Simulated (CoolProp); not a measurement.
Values from CoolProp's reference Helmholtz-energy equation of state, Wu 2011.

Problem. Give the vapour pressure (kPa), liquid density (kg/m³), enthalpy of vaporisation (kJ/kg), liquid viscosity (µPa s) of saturated dimethyl ether at 258.9, 263.5 K.

Solution. 
```tsv
T (K)	p (kPa)	liquid density (kg/m³)	enthalpy of vaporisation (kJ/kg)	liquid viscosity (µPa s)
258.9	157	721	453	185
263.5	188	714	447	176
```

Viscosity comes from a separate model (Meng 2012).
